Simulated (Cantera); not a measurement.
## Ignition delay

Mixture: C₃H₈ : O₂ : N₂ = 1 : 7.04 : 26.5 (molar parts), equivalence ratio 0.71, at 690 Torr, adiabatic and at constant volume. Ignition delay is the time to a rise of 400 K.

Cantera simulation using GRI-Mech 3.0 (53 species, 325 reactions); the numbers are that mechanism's predictions, not measurements. GRI-Mech 3.0 was tuned for natural gas; its chemistry of propane as a main component is partial and can be far from experiment.

```
T0 (K)  delay (ms)
------  ----------
1175          9.97
1275          1.41
1375         0.297
1475        0.0917
1575        0.0387
1675        0.0205
1775        0.0127
1875       0.00878
1975       0.00652
2075       0.00511
```

| Quantity | Value |
|---|---|
| apparent activation energy between 1875 and 2075 K | 88 kJ/mol |
